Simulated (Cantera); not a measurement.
A Cantera script and its output.

```python
import numpy as np
import cantera as ct

gas = ct.Solution("gri30.yaml")


def delay(T, t_max=10):
    gas.TPX = T, 2800000, {'CO': 1, 'H2': 0.091, 'O2': 0.545, 'N2': 3.33, 'H2O': 0.1}
    reactor = ct.IdealGasReactor(gas, clone=False)
    net = ct.ReactorNet([reactor])
    net.rtol, net.atol = 1e-8, 1e-16
    while net.time < t_max:
        t_old, T_old = net.time, reactor.T
        net.step()
        if reactor.T > T + 400:  # ignition: a rise of 400 K
            return t_old + (T + 400 - T_old) / (reactor.T - T_old) * (net.time - t_old)
    return np.nan


taus = []
for T in [1300, 1350, 1400, 1450, 1500, 1550, 1600, 1650]:
    taus.append(delay(T))
    print(f"T0 = {T:6g} K   tau = {taus[-1]:.4e} s")
```

It prints:

```
T0 =   1300 K   tau = 2.4942e-05 s
T0 =   1350 K   tau = 1.3451e-05 s
T0 =   1400 K   tau = 7.8686e-06 s
T0 =   1450 K   tau = 5.0625e-06 s
T0 =   1500 K   tau = 3.5671e-06 s
T0 =   1550 K   tau = 2.7040e-06 s
T0 =   1600 K   tau = 2.1652e-06 s
T0 =   1650 K   tau = 1.8064e-06 s
```

Cantera simulation using GRI-Mech 3.0 (53 species, 325 reactions); the numbers are that mechanism's predictions, not measurements. The hydrogen kinetics of GRI-Mech 3.0 are dated; newer H2 mechanisms differ, most at raised pressure. The pressure lies above the range GRI-Mech 3.0 was tuned for (to about 10 atm). Where the delays flatten at high temperature, the 400 K rule measures the pace of heat release, not the induction time.
